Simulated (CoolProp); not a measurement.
Saturation properties of sulfur dioxide (Tc = 157.5 °C, pc = 7.887 MPa, ω = 0.256).

Computed with CoolProp (reference Helmholtz-energy equation of state, Gao 2016).

| T (°C) | p (MPa) | liquid density (kg/m³) | enthalpy of vaporisation (kJ/kg) | liquid cp (kJ/(kg K)) | vapour Z | surface tension (mN/m) |
|---|---|---|---|---|---|---|
| -1.05 | 0.1489 | 1438 | 381.5 | 1.366 | 0.9639 | 26.7 |
| 7.95 | 0.2130 | 1414 | 373.1 | 1.373 | 0.9541 | 25.0 |
| 17.05 | 0.2981 | 1389 | 364.4 | 1.382 | 0.9425 | 23.2 |
| 26.05 | 0.4061 | 1364 | 355.3 | 1.394 | 0.9293 | 21.5 |
| 35.15 | 0.5437 | 1338 | 345.7 | 1.409 | 0.9142 | 19.7 |
| 44.15 | 0.7123 | 1311 | 335.7 | 1.428 | 0.8974 | 18.0 |
| 53.25 | 0.9204 | 1283 | 325.1 | 1.451 | 0.8783 | 16.2 |
| 62.25 | 1.168 | 1254 | 313.9 | 1.479 | 0.8574 | 14.5 |
| 71.35 | 1.466 | 1223 | 301.8 | 1.514 | 0.8339 | 12.8 |
| 80.45 | 1.818 | 1191 | 288.8 | 1.558 | 0.8079 | 11.1 |
| 89.45 | 2.224 | 1157 | 274.9 | 1.613 | 0.7795 | 9.43 |
| 98.55 | 2.698 | 1120 | 259.5 | 1.687 | 0.7477 | 7.77 |
| 107.55 | 3.238 | 1079 | 242.7 | 1.786 | 0.7127 | 6.14 |

It boils at -10.0 °C under 1 atm.

Surface tension comes from a separate correlation (Mulero 2012).
